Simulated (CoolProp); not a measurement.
Computed with CoolProp (reference Helmholtz-energy equation of state, Platzer 1990). This equation is an older, rougher fit; its heat capacities, sound speeds and derivatives of the liquid may be far off and weren't checked against measurements.

Problem. Give the vapour pressure (bar), vapour density (kg/m³), liquid conductivity (mW/(m K)) of saturated c-C4F8 (RC318) at 305.9, 316, 331.2 K.

Solution. 
```csv
T (K),p (bar),vapour density (kg/m³),liquid conductivity (mW/(m K))
305.9,3.97,35.5,63.2
316,5.33,47.7,60.4
331.2,7.99,72.6,56.1
```

Thermal conductivity comes from a separate model (Huber 2003), an estimate that may be off by 10 % or more.
